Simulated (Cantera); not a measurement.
**Equilibrium for abatement and gas-phase synthesis: SO2 + O2**

A closed system holds: 1 mol SO2, 0.21 mol O2, at 0.133 bar.

Cantera equilibrium calculation (NASA polynomials, part measured and part estimated; ideal gas, pure solids and liquids). Candidate condensed phases: S; 10 gas species. Kinetics and transport are ignored.

```tsv
T (°C)	x SO2	x O2	x SO3	x SO
727	0.733	0.108	0.159	1.17e-11
877	0.800	0.155	0.0451	1.23e-9
1027	0.818	0.167	0.0149	4.63e-8
1177	0.823	0.171	0.00605	8.31e-7
1327	0.825	0.172	0.00290	8.67e-6
1477	0.825	0.173	0.00158	6.06e-5
1627	0.825	0.173	0.000947	0.000311
1777	0.824	0.173	0.000613	0.00125
1927	0.819	0.173	0.000421	0.00416
```
x: gas mole fraction; nothing condenses.

From 727 °C to 1927 °C nothing is condensed.
